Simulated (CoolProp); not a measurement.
Vapour-liquid equilibrium of R134a (1) + methanol (2) at 24.85 °C; x and y are mole fractions of (1).

Values from CoolProp's multi-fluid Helmholtz-energy mixture model, Tillner-Roth 1994 and de Reuck 1993; pair parameters Bell 2016.

```csv
x,bubble pressure (bar),y at the bubble point,dew pressure at overall composition x (bar),liquid density (mol/L)
0.05,1.296,0.871,0.1774,23.65
0.2,3.110,0.948,[?],21.18
0.35,3.869,0.959,0.2586,19.00
0.5,4.348,[?],0.3358,17.07
0.65,4.836,0.973,0.4794,15.34
0.8,5.456,[?],0.8380,13.76
0.95,6.287,0.995,3.245,12.30
```

Problem. Some entries are withheld; supply them.

Solution. 
- 0.2, dew pressure at overall composition x (bar): 0.2104
- 0.5, y at the bubble point: 0.966
- 0.8, y at the bubble point: 0.982

No azeotrope shows between x = 0.05 and 0.95.

Pair parameters are fitted to limited data, so mixtures are less certain than the pure fluids. With so large a gap from Raoult's law the liquid may split in two, which this calculation doesn't test in full.
